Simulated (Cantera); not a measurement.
A closed system holds: 1 mol Si₂H₆, 0.0054 mol Cl₂, 64 mol N₂, equilibrated at 1023 K and 1 atm.

Method: chemical equilibrium by Gibbs-energy minimisation in Cantera with the NASA 1993 tables (ideal gas, pure condensed phases). Candidate condensed phases: NH₄Cl, Si, Si₃N₄; 28 gas species. The feed counts by its element totals alone. N₂ is the only nitrogen source here; it is nearly inert below about 1500 K, so the nitride shown seldom forms there in practice. The numbers say what is thermodynamically allowed, not how fast it happens.

Question: What is the equilibrium state?

Answer: 
| Property | Value |
|---|---|
| x(N₂) | 0.954 |
| x(H₂) | 0.0456 |
| x(HCl) | 0.000164 |
| x(NH₃) | 4.83e-6 |
| n(Si₃N₄(s)) | 0.667 mol |
| gas amount | 65.67 mol |
| log10 activity of Si(s) (absent) | -6.89 |
